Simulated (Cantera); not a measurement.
# Ignition delay

Mixture: C2H4 : O2 : N2 : CO2 = 1 : 1.67 : 6.27 : 0.75 (molar parts), at 240 Torr, adiabatic and at constant volume. Ignition delay is the time to a rise of 400 K.

Detailed kinetics in Cantera: GRI-Mech 3.0 (53 species, 325 reactions). GRI-Mech 3.0 was tuned for natural gas; its chemistry of ethylene as a main component is partial and can be far from experiment.

```tsv
T0 (K)	delay (ms)
1000	322
1100	6.83
1200	0.637
1300	0.230
1400	0.125
1500	0.0794
```

```json
{
 "apparent activation energy between 1300 and 1500 K": "86 kJ/mol"
}
```
